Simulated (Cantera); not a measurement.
A freely propagating, adiabatic, planar premixed flame of CH4 : C2H6 : C3H8 : O2 : N2 : CO2 = 1 : 0.33 : 0.79 : 6.27 : 23.6 : 9.6 (molar parts), equivalence ratio 1.1, unburnt at 300 K and 0.220 bar; mixture-averaged transport, grid criteria slope 0.08 and curve 0.16, no radiation.

Model: GRI-Mech 3.0 (53 species, 325 reactions), integrated in Cantera. Burning velocities carry a grid error of a few per cent, more on coarse grids.

Task: Predict: laminar burning velocity; thermal thickness; peak x(C2H); peak x(CH2O); peak x(CH2).

Result: laminar burning velocity: 14.9 cm/s
thermal thickness: 3.28 mm
peak x(C2H): 9.25e-8
peak x(CH2O): 0.000928
peak x(CH2): 1.07e-5
